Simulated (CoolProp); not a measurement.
Vapour-liquid equilibrium of propane (1) + isohexane (2) at 0.171 MPa; x and y are mole fractions of (1).

Computed with CoolProp (multi-fluid Helmholtz-energy mixture model, Lemmon 2009 and Lemmon 2006; pair parameters Bell 2016).

```csv
x,bubble temperature (K),y at the bubble point,dew temperature at overall composition x (K),liquid density (mol/L)
0.05,330.1,0.476,349.0,…
0.125,306.9,0.781,346.2,7.795
0.2,291.6,0.891,…,8.218
0.275,281.0,0.938,340.0,8.610
0.35,273.2,0.962,336.6,8.991
0.425,267.2,0.975,332.8,9.373
0.5,262.4,…,328.7,9.762
0.575,258.4,0.988,324.1,10.16
0.65,255.0,0.992,318.8,…
0.725,252.1,0.994,312.5,11.02
0.8,249.5,0.996,304.8,11.48
0.875,247.2,0.998,294.4,11.97
0.95,245.0,0.999,277.4,12.48
```

### Question
Complete the blanks.

### Answer

- 0.05, liquid density (mol/L): 7.307
- 0.2, dew temperature at overall composition x (K): 343.2
- 0.5, y at the bubble point: 0.983
- 0.65, liquid density (mol/L): 10.58

No azeotrope shows between x = 0.05 and 0.95.

Pair parameters are fitted to limited data, so mixtures are less certain than the pure fluids.
